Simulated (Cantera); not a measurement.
Transport properties of process gases

Gas mixture: N2O = 0.61 (molar parts), at 200 Pa, frozen composition.

Cantera's kinetic-theory transport with the Lennard-Jones parameters of GRI-Mech 3.0, ideal gas; thermal conductivity in the multicomponent form. The composition is frozen, though it would react at the higher temperatures.

| T (K) | ρ (kg/m³) | cp (J/kg/K) | μ (µPa s) | λ (mW/m/K) | Pr | D (cm²/s) N2 | D (cm²/s) O | D (cm²/s) C2H2 |
|---|---|---|---|---|---|---|---|---|
| 400 | 0.00265 | 970.3 | 19.5 | 25.3 | 0.746 | 134 | 213 | 107 |
| 500 | 0.00212 | 1043 | 23.6 | 33.0 | 0.745 | 198 | 315 | 161 |
| 600 | 0.00176 | 1101 | 27.3 | 40.4 | 0.744 | 272 | 431 | 223 |
| 700 | 0.00151 | 1150 | 30.8 | 47.7 | 0.743 | 355 | 561 | 293 |
| 800 | 0.00132 | 1192 | 34.0 | 54.7 | 0.742 | 446 | 704 | 370 |
| 900 | 0.00118 | 1227 | 37.1 | 61.4 | 0.741 | 545 | 859 | 454 |
| 1000 | 0.00106 | 1255 | 40.0 | 67.9 | 0.740 | 651 | 1030 | 545 |
| 1100 | 0.000962 | 1275 | 42.8 | 73.9 | 0.739 | 764 | 1200 | 641 |
| 1200 | 0.000882 | 1294 | 45.5 | 79.8 | 0.738 | 884 | 1390 | 744 |
D: mixture-averaged diffusion coefficient of that species in the mixture.
